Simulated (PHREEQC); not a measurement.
1 kg of water holding 0.2 mol KCl, 0.036 mol KHCO3 and 0.066 mol K2CO3 is evaporated at 15 °C; the solids stay in contact with the brine. CO2 is held at log p = -3.4 (atm). Solids allowed: Kalicinite, Sylvite. Others were left out.

The series has 22 steps of water left (kg), from 0.9997 to 0.01636.

Computed with PHREEQC (Pitzer model, pitzer.dat).

Problem. Which solids form, in which order, and at which step of the series does each first stand?

Solution. Sylvite from water left = 0.05291 kg (pH 10.42).
